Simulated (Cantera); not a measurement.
Input: 1 mol SiHCl3, 15 mol N2, equilibrated at 13.3 mbar.

Equilibrium computed with Cantera from the NASA thermochemical tables; the gas is ideal and each condensed phase is pure. Candidate condensed phases: NH4Cl, Si, Si3N4; 28 gas species. The tables' values for SiCl3, SiCl are old estimates; treat these amounts as uncertain. Rates play no part.

Problem. At 2025 K, list the 6 most abundant gas species with their mole fractions, and the condensed phases.

Solution. N2 0.878, SiCl2 0.0568, HCl 0.0490, Cl 0.00930, H2 0.00424, H 0.00109. Condensed: gas only.
